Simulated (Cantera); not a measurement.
**Thermodynamics of carbon deposition, reforming and gasification, feed toluene + CO₂ + CH₄**

A closed system holds: 1 mol toluene, 0.73 mol CO₂, 0.035 mol CH₄, held at 1 atm.

Cantera equilibrium calculation (NASA polynomials, part measured and part estimated; ideal gas, pure solids and liquids). Candidate condensed phases: C, C₆H₆, C₇H₈, C₈H₁₈, H₂O; 110 gas species. The numbers say what is thermodynamically allowed, not how fast it happens.

| T (K) | log p H₂ | log p CH₄ | log p H₂O | log p CO | log p CO₂ | n C(graphite) |
|---|---|---|---|---|---|---|
| 575 | -1.30 | -0.31 | -0.36 | -3.88 | -1.35 | 6.28 |
| 675 | -0.77 | -0.38 | -0.43 | -2.66 | -1.24 | 6.36 |
| 775 | -0.43 | -0.56 | -0.55 | -1.77 | -1.18 | 6.55 |
| 875 | -0.25 | -0.85 | -0.76 | -1.13 | -1.22 | 6.67 |
| 975 | -0.17 | -1.24 | -1.14 | -0.75 | -1.52 | 6.52 |
| 1075 | -0.14 | -1.64 | -1.66 | -0.61 | -2.09 | 6.34 |
| 1175 | -0.14 | -1.99 | -2.18 | -0.58 | -2.73 | 6.30 |
| 1275 | -0.13 | -2.30 | -2.64 | -0.57 | -3.30 | 6.29 |
log p: log10 of the partial pressure in bar; n: condensed amount in mol.

From 575 K to 1275 K the condensed part is C(graphite). The main C-bearing gas is CH₄ at 575 K and CO at 1275 K. The share of C in condensed phases is highest at 875 K (85.9 %) and lowest at 575 K (80.9 %).
